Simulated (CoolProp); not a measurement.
R1132(E) along the isobar 8.64 bar: fugacity coefficient from the reference equation and from simpler models built on Tc = 348.8 K, pc = 51.74 bar, ω = 0.245; each cubic takes its own stable root.

The numbers come from the reference Helmholtz-energy equation of state, Akasaka 2024 in CoolProp.

```json
[
 {"T (K)": "295", "phase": "gas", "reference": "0.8985"},
 {"T (K)": "303.1", "phase": "gas", "reference": "0.9074"},
 {"T (K)": "311.1", "phase": "gas", "reference": "0.9152"},
 {"T (K)": "319.2", "phase": "gas", "reference": "0.9223"},
 {"T (K)": "327.3", "phase": "gas", "reference": "0.9286"},
 {"T (K)": "335.4", "phase": "gas", "reference": "0.9343"},
 {"T (K)": "343.4", "phase": "gas", "reference": "0.9394"},
 {"T (K)": "351.5", "phase": "gas", "reference": "0.9440"},
 {"T (K)": "359.6", "phase": "gas", "reference": "0.9482"},
 {"T (K)": "367.7", "phase": "gas", "reference": "0.9521"},
 {"T (K)": "375.8", "phase": "gas", "reference": "0.9556"},
 {"T (K)": "383.8", "phase": "gas", "reference": "0.9587"},
 {"T (K)": "391.9", "phase": "gas", "reference": "0.9617"},
 {"T (K)": "400", "phase": "gas", "reference": "0.9644"}
]
```

Question: How far does each simpler model (van der Waals, Soave-Redlich-Kwong, Peng-Robinson) lie from the reference over these 14 states: mean and median of the absolute difference, and the worst?

Answer: 
- van der Waals: mean 1.1 %, median 0.9 %, worst +3.1 % at 295 K and 8.64 bar
- Soave-Redlich-Kwong: mean 0.2 %, median 0.1 %, worst +0.6 % at 295 K and 8.64 bar
- Peng-Robinson: mean 0.4 %, median 0.5 %, worst -0.5 % at 359.6 K and 8.64 bar
